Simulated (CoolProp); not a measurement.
Vapour-liquid equilibrium of isohexane (1) + benzene (2) at 994 kPa; x and y are mole fractions of (1).

Model: multi-fluid Helmholtz-energy mixture model, Lemmon 2006 and Thol 2012; pair parameters Bell 2016, in CoolProp.

| x | bubble temperature, mixture model (K) | bubble temperature, Raoult's law (K) | y, mixture model | y, Raoult's law |
|---|---|---|---|---|
| 0.05 | 448.4 | 449.9 | 0.088 | 0.073 |
| 0.15 | 443.8 | 447.2 | 0.230 | 0.209 |
| 0.25 | 440.3 | 444.7 | 0.344 | 0.334 |
| 0.35 | 437.5 | 442.2 | 0.442 | 0.448 |
| 0.45 | 435.4 | 439.9 | 0.531 | 0.553 |
| 0.55 | 433.5 | 437.6 | 0.615 | 0.650 |
| 0.65 | 432.0 | 435.4 | 0.698 | 0.739 |
| 0.75 | 430.7 | 433.3 | 0.782 | 0.821 |
| 0.85 | 429.7 | 431.2 | 0.868 | 0.897 |
| 0.95 | 428.7 | 429.3 | 0.955 | 0.967 |

The largest gap from Raoult's law is -4.7 K in bubble temperature, at x = 0.35. No azeotrope shows between x = 0.05 and 0.95.

The pair parameters rest on a limited set of measurements; away from them the model extrapolates.
